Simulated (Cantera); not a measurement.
A closed system holds: 1 mol C₃H₆, a varied amount of H₂O, 2 mol H₂, equilibrated at 1200 K and 0.230 bar.

Cantera equilibrium calculation (NASA polynomials, part measured and part estimated; ideal gas, pure solids and liquids). Candidate condensed phases: C, C₆H₆, C₇H₈, C₈H₁₈, H₂O; 110 gas species. Equilibrium is a limit: real reactors are often held back by kinetics, nucleation or transport.

What share of the C ends up in condensed phases as a function of n(H₂O) (mol), at 0.29, 0.45, 0.71, 1.1, 1.8, 2.8, 4.3?


```json
[
 {"n(H₂O) (mol)": "0.29", "C condensed (%)": "89.8", "as": "C(graphite)"},
 {"n(H₂O) (mol)": "0.45", "C condensed (%)": "84.5", "as": "C(graphite)"},
 {"n(H₂O) (mol)": "0.71", "C condensed (%)": "75.9", "as": "C(graphite)"},
 {"n(H₂O) (mol)": "1.1", "C condensed (%)": "62.9", "as": "C(graphite)"},
 {"n(H₂O) (mol)": "1.8", "C condensed (%)": "39.7", "as": "C(graphite)"},
 {"n(H₂O) (mol)": "2.8", "C condensed (%)": "6.5", "as": "C(graphite)"},
 {"n(H₂O) (mol)": "4.3", "C condensed (%)": "0.0", "as": "-"}
]
```
